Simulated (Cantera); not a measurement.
An isothermal, constant-pressure homogeneous reactor starts with NO : N₂ = 1 : 3.8 (molar parts), at 1925 K and 13300 Pa.

Model: GRI-Mech 3.0 (53 species, 325 reactions), integrated in Cantera.

Predict: x(NO) at 80.0 s; x(O₂) at 80.0 s; x(O) at 80.0 s; x(N₂O) at 80.0 s; x(NO₂) at 80.0 s; x(N₂) at 80.0 s.


| Quantity | Result |
|---|---|
| x(NO) at 80.0 s | 0.00563 (gas-phase equilibrium 0.00460) |
| x(O₂) at 80.0 s | 0.101 (gas-phase equilibrium 0.102) |
| x(O) at 80.0 s | 0.000323 (gas-phase equilibrium 0.000323) |
| x(N₂O) at 80.0 s | 1.05e-7 (gas-phase equilibrium 1.01e-7) |
| x(NO₂) at 80.0 s | 2.80e-6 (gas-phase equilibrium 2.29e-6) |
| x(N₂) at 80.0 s | 0.893 (gas-phase equilibrium 0.893) |
